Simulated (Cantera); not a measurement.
Standard-state values (1 bar) from the NASA 1993 polynomials, evaluated with Cantera. Values are per mole of reaction as written; species without (g) are pure solids or liquids, kept so even where they would boil at 1 bar. TaC: taken at fixed stoichiometry.

4 N2(g) + CO2(g) + TaO2(g) → TaC + 4 N2O(g)

| T (K) | ΔH° (kJ) | ΔS° (J/K) | ΔG° (kJ) | log10 K |
|---|---|---|---|---|
| 1175 | ? | ? | ? | ? |
| 1325 | 801.0 | -309.8 | 1211.4 | -47.76 |
| 1475 | 806.4 | -305.9 | 1257.6 | -44.53 |
| 1625 | 812.0 | -302.3 | 1303.2 | -41.89 |
| 1775 | 817.9 | -298.8 | 1348.3 | -39.68 |
| 1925 | 823.9 | -295.5 | 1392.9 | -37.79 |
| 2075 | 830.2 | -292.4 | 1437.0 | -36.17 |
| 2225 | ? | ? | ? | ? |
| 2375 | 843.4 | -286.5 | 1523.8 | -33.51 |
| 2525 | ? | ? | ? | ? |

Some entries are withheld; supply them.


- 1175, ΔH° (kJ): 795.9
- 1175, ΔS° (J/K): -313.9
- 1175, ΔG° (kJ): 1164.7
- 1175, log10 K: -51.77
- 2225, ΔH° (kJ): 836.7
- 2225, ΔS° (J/K): -289.4
- 2225, ΔG° (kJ): 1480.6
- 2225, log10 K: -34.76
- 2525, ΔH° (kJ): 850.2
- 2525, ΔS° (J/K): -283.7
- 2525, ΔG° (kJ): 1566.5
- 2525, log10 K: -32.41
